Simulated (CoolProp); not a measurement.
Tetradecamethylhexasiloxane (MD4M) at several states: density (kg/m³) from the reference equation and from simpler models built on Tc = 380.0 °C, pc = 828.6 kPa, ω = 0.800; each cubic takes its own stable root.

The numbers come from the reference Helmholtz-energy equation of state, Thol 2019 in CoolProp.

| T (°C) | p (kPa) | phase | reference | Redlich-Kwong | Soave-Redlich-Kwong | Peng-Robinson |
|---|---|---|---|---|---|---|
| -12.75 | 29.1 | liquid | [?] | 720.8 | 755.4 | [?] |
| -18.35 | 281 | liquid | 928.9 | 724.5 | [?] | 846.8 |
| 53.35 | 35.6 | liquid | [?] | [?] | 729.1 | 816.9 |
| 83.65 | 294 | liquid | [?] | 663.3 | 715.0 | 801.9 |

**Question.** What belongs in the gaps?

**Answer.** 
- -12.75, reference: 923.2
- -12.75, Peng-Robinson: 844.5
- -18.35, Soave-Redlich-Kwong: 757.6
- 53.35, reference: 859.2
- 53.35, Redlich-Kwong: 681.9
- 83.65, reference: 830.3
